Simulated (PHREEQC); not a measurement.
Dissolve 36 mmol/kgw CdCl2, 5.6 mmol/kgw NaOH and 130 mmol/kgw H2SO4 at 25 °C. It is in equilibrium with CO2 at log p = -2 (atm). Otherwise closed; pH follows from the charge balance.

Model: ion-association model, phreeqc.dat, run in PHREEQC.

```
quantity                  before   after
------------------------  ------  ------
pH                          0.91    0.90
ionic strength (mol/kgw)   0.234   0.491
HSO4- (mol/kgw)           0.0992  0.0879
Cl- (mol/kgw)             0.0524   0.273
SO4-2 (mol/kgw)           0.0223  0.0251
CdCl+ (mol/kgw)           0.0160   0.201
SI of Otavite (CdCO3)      -8.70   -8.33
```

### Question
Name the change that produced these shifts.
A. CdCl2 from 0.036 to 0.0072 mol/kgw
B. temperature from 25 to 85 °C
C. CdCl2 from 0.036 to 0.36 mol/kgw
D. diluted 5-fold with water
E. CdCl2 from 0.036 to 0.0396 mol/kgw

### Answer
C, CdCl2 from 0.036 to 0.36 mol/kgw

Precipitation was switched off in this run.
